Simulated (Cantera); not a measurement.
A perfectly stirred reactor is fed with 1.54 % CH4, 2.12 % O2, 96.3 % N2, equivalence ratio 1.5, at 9.90 bar; it is held at 1150 K, and followed from long to short residence time.

Computed with Cantera and GRI-Mech 3.0 (53 species, 325 reactions). The temperature is held fixed by assumption; the heat of reaction is taken as removed at once.

x: mole fraction; the columns are a selection and need not sum to one.

| τ (s) | x CH4 | x O2 | x C2H4 | x C2H2 | x OH | x HO2 |
|---|---|---|---|---|---|---|
| 7.0 | 0.00307 | 0.000837 | 0.000157 | 2.45e-5 | 3.72e-9 | 3.59e-7 |
| 2.2 | 0.00309 | 0.00144 | 0.000179 | 1.71e-5 | 9.01e-9 | 7.97e-7 |
| 0.72 | 0.00332 | … | … | … | … | … |
| 0.23 | 0.00394 | 0.00419 | 0.000228 | 9.16e-6 | 4.95e-8 | 3.30e-6 |
| 0.075 | … | … | … | … | … | … |
| 0.024 | 0.00879 | 0.0133 | 0.000305 | 5.26e-6 | 1.24e-7 | 8.52e-6 |
| 0.0077 | 0.0154 | 0.0212 | 2.56e-8 | 3.14e-12 | 1.88e-10 | 7.20e-8 |

Task: Complete the blanks.

Result: 
- 0.72, x O2: 0.00243
- 0.72, x C2H4: 0.000200
- 0.72, x C2H2: 1.22e-5
- 0.72, x OH: 2.15e-8
- 0.72, x HO2: 1.65e-6
- 0.075, x CH4: 0.00534
- 0.075, x O2: 0.00728
- 0.075, x C2H4: 0.000270
- 0.075, x C2H2: 7.54e-6
- 0.075, x OH: 9.68e-8
- 0.075, x HO2: 5.97e-6
